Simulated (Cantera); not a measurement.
Feed: 1 mol Al(CH3)3, 0.68 mol H2O, 42 mol N2, at 1348 K and 668 Torr.

Cantera equilibrium calculation (NASA polynomials, part measured and part estimated; ideal gas, pure solids and liquids). Candidate condensed phases: Al, AlN, Al2O3, C, C6H6, C7H8, C8H18, H2O; 148 gas species. The feed counts by its element totals alone. Mutual solubility and eutectic melting of coexisting phases are not modelled. Rates play no part.

Base state: N2 0.888, H2 0.110, CO 0.00188, HCN 0.000100, CH4 6.30e-5 (mole fractions); condensed: AlN(s) + Al2O3(s) + C(graphite).

Q: What changes in the equilibrium state with this change: temperature from 1348 K to 1750 K?

A: 
```csv
species,before,after
N2,0.888,0.875
H2,0.110,0.109
CO,0.00188,0.0144
H,8.14e-7,8.12e-5
C2H2 (acetylene),1.32e-7,1.25e-5
HNC,9.76e-7,4.98e-5
HCN,0.000100,0.00147
CH4,6.30e-5,9.57e-6
"AlN(s), mol",0.605,1.000
"Al2O3(s), mol",0.197,0
"C(graphite), mol",2.90,2.25
```
